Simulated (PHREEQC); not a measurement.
Consider water at 25 °C with 0.14 mol/kgw CuSO4, 0.0043 mol/kgw MgSO4, 0.0001 mol/kgw HCl and 0.00047 mol/kgw NaCl. Closed to the air; pH follows from the charge balance.

All values are PHREEQC results (ion-association model, phreeqc.dat), not measurements.

Each row changes one thing in this solution. This is a speciation only: nothing precipitates in the calculation.

```csv
case,pH,ionic strength (mol/kgw),SO4-2 (mol/kgw),MgSO4 (mol/kgw),Mg+2 (mol/kgw),Cl- (mol/kgw)
as made,4.34,0.285,0.0709,0.00241,0.00189,0.000540
NaCl left out,4.34,0.284,0.0709,0.00241,0.00189,9.48e-5
MgSO4 from 0.0043 to 0.0086 mol/kgw,___,0.291,0.0726,0.00483,0.00377,0.000541
temperature from 25 to 70 °C,___,0.274,0.0682,0.00316,0.00114,0.000429
CuSO4 left out,___,0.0137,0.00327,0.00101,0.00329,0.000570
```

Problem. What belongs in the gaps?

Solution. 
- MgSO4 from 0.0043 to 0.0086 mol/kgw, pH: 4.35
- temperature from 25 to 70 °C, pH: 4.04
- CuSO4 left out, pH: 4.12

Away from 25 °C the constants follow the database's enthalpies or fits; those with neither stay at their 25 °C values.
